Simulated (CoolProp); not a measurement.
Computed with CoolProp (reference Helmholtz-energy equation of state, Jacobsen 1992).

Question: For R11, give the phase and the cp (kJ/(kg K)), cv (kJ/(kg K)), expansivity (1/kK), Prandtl number at -9.25 °C and 2200 kPa; -9.25 °C and 5730 kPa.

Answer: 
- -9.25 °C and 2200 kPa: liquid; cp 0.850, cv 0.584, expansivity 1.40, Prandtl number 5.59
- -9.25 °C and 5730 kPa: liquid; cp 0.846, cv 0.583, expansivity 1.36, Prandtl number 5.69

Viscosity comes from a separate model (Klein 1997), an estimate that may be off by 10 % or more. Thermal conductivity comes from a separate model (McLinden 2000), an estimate that may be off by 10 % or more.
